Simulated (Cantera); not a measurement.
Cantera run:

```python
import numpy as np
import cantera as ct

gas_names = """
    CL CL2 H HCL H2 Si SiCL SiCL2 SiCL3 SiCL4 SiH SiHCL3 SiH2 SiH2CL2 SiH3 SiH3CL SiH4 Si2 Si3
""".split()
cond_names = """
    Si(cr) Si(L)
""".split()


# ... load() reads the species with a 1 bar reference pressure and builds the phases ...
atoms = {
    'SiCl4': {'Si': 1, 'CL': 4},
    'Cl2': {'CL': 2},
    'H2': {'H': 2},
}
top_T = {}  # K; cautious upper limits of use, not melting points


# ... equilibrate(T, P, feed) seeds the gas with the atoms and calls Mixture.equilibrate('TP', solver="vcs", rtol=1e-11, max_steps=5000) ...
results = []
P = 100000  # Pa
for T in [925, 975, 1025, 1075, 1125, 1175, 1225, 1275, 1325, 1375, 1425, 1475, 1525, 1575]:
    for m in [9.6, 13, 18, 26, 35, 49, 68, 94, 130, 180, 250, 350]:
        feed = {'SiCl4': 1, 'Cl2': 0.079, 'H2': m}  # mol
        mix = equilibrate(T, P, feed)
        results.append((T, P, feed, dict(zip(mix.species_names, mix.species_moles))))

for T, P, feed, n in results:
    print(f"{T:7g} {feed['H2']:10.4g}  " + (" + ".join(c for c in cond_names if n.get(c, 0) > 1e-12) or "gas only"))
```

Result:

```
    925        9.6  gas only
    925         13  gas only
    925         18  gas only
    925         26  gas only
    925         35  gas only
    925         49  gas only
    925         68  gas only
    925         94  gas only
    925        130  gas only
    925        180  gas only
    925        250  gas only
    925        350  gas only
    975        9.6  gas only
    975         13  gas only
    975         18  gas only
    975         26  gas only
    975         35  gas only
    975         49  gas only
    975         68  gas only
    975         94  gas only
    975        130  gas only
    975        180  gas only
    975        250  gas only
    975        350  Si(cr)
   1025        9.6  gas only
   1025         13  gas only
   1025         18  gas only
   1025         26  gas only
   1025         35  gas only
   1025         49  gas only
   1025         68  gas only
   1025         94  gas only
   1025        130  gas only
   1025        180  Si(cr)
   1025        250  Si(cr)
   1025        350  Si(cr)
   1075        9.6  gas only
   1075         13  gas only
   1075         18  gas only
   1075         26  gas only
   1075         35  gas only
   1075         49  gas only
   1075         68  gas only
   1075         94  Si(cr)
   1075        130  Si(cr)
   1075        180  Si(cr)
   1075        250  Si(cr)
   1075        350  Si(cr)
   1125        9.6  gas only
   1125         13  gas only
   1125         18  gas only
   1125         26  gas only
   1125         35  gas only
   1125         49  Si(cr)
   1125         68  Si(cr)
   1125         94  Si(cr)
   1125        130  Si(cr)
   1125        180  Si(cr)
   1125        250  Si(cr)
   1125        350  Si(cr)
   1175        9.6  gas only
   1175         13  gas only
   1175         18  gas only
   1175         26  gas only
   1175         35  Si(cr)
   1175         49  Si(cr)
   1175         68  Si(cr)
   1175         94  Si(cr)
   1175        130  Si(cr)
   1175        180  Si(cr)
   1175        250  Si(cr)
   1175        350  Si(cr)
   1225        9.6  gas only
   1225         13  gas only
   1225         18  gas only
   1225         26  Si(cr)
   1225         35  Si(cr)
   1225         49  Si(cr)
   1225         68  Si(cr)
   1225         94  Si(cr)
   1225        130  Si(cr)
   1225        180  Si(cr)
   1225        250  Si(cr)
   1225        350  Si(cr)
   1275        9.6  gas only
   1275         13  gas only
   1275         18  Si(cr)
   1275         26  Si(cr)
   1275         35  Si(cr)
   1275         49  Si(cr)
   1275         68  Si(cr)
   1275         94  Si(cr)
   1275        130  Si(cr)
   1275        180  Si(cr)
   1275        250  Si(cr)
   1275        350  Si(cr)
   1325        9.6  gas only
   1325         13  gas only
   1325         18  Si(cr)
   1325         26  Si(cr)
   1325         35  Si(cr)
   1325         49  Si(cr)
   1325         68  Si(cr)
   1325         94  Si(cr)
   1325        130  Si(cr)
   1325        180  Si(cr)
   1325        250  Si(cr)
   1325        350  Si(cr)
   1375        9.6  gas only
   1375         13  gas only
   1375         18  Si(cr)
   1375         26  Si(cr)
   1375         35  Si(cr)
   1375         49  Si(cr)
   1375         68  Si(cr)
   1375         94  Si(cr)
   1375        130  Si(cr)
   1375        180  Si(cr)
   1375        250  Si(cr)
   1375        350  Si(cr)
   1425        9.6  gas only
   1425         13  gas only
   1425         18  Si(cr)
   1425         26  Si(cr)
   1425         35  Si(cr)
   1425         49  Si(cr)
   1425         68  Si(cr)
   1425         94  Si(cr)
   1425        130  Si(cr)
   1425        180  Si(cr)
   1425        250  Si(cr)
   1425        350  Si(cr)
   1475        9.6  gas only
   1475         13  gas only
   1475         18  Si(cr)
   1475         26  Si(cr)
   1475         35  Si(cr)
   1475         49  Si(cr)
   1475         68  Si(cr)
   1475         94  Si(cr)
   1475        130  Si(cr)
   1475        180  Si(cr)
   1475        250  Si(cr)
   1475        350  Si(cr)
   1525        9.6  gas only
   1525         13  gas only
   1525         18  Si(cr)
   1525         26  Si(cr)
   1525         35  Si(cr)
   1525         49  Si(cr)
   1525         68  Si(cr)
   1525         94  Si(cr)
   1525        130  Si(cr)
   1525        180  Si(cr)
   1525        250  Si(cr)
   1525        350  Si(cr)
   1575        9.6  gas only
   1575         13  gas only
   1575         18  Si(cr)
   1575         26  Si(cr)
   1575         35  Si(cr)
   1575         49  Si(cr)
   1575         68  Si(cr)
   1575         94  Si(cr)
   1575        130  Si(cr)
   1575        180  Si(cr)
   1575        250  Si(cr)
   1575        350  Si(cr)
```

Method: chemical equilibrium by Gibbs-energy minimisation in Cantera with the NASA 1993 tables (ideal gas, pure condensed phases). The tables' values for SiCl3 are old estimates.
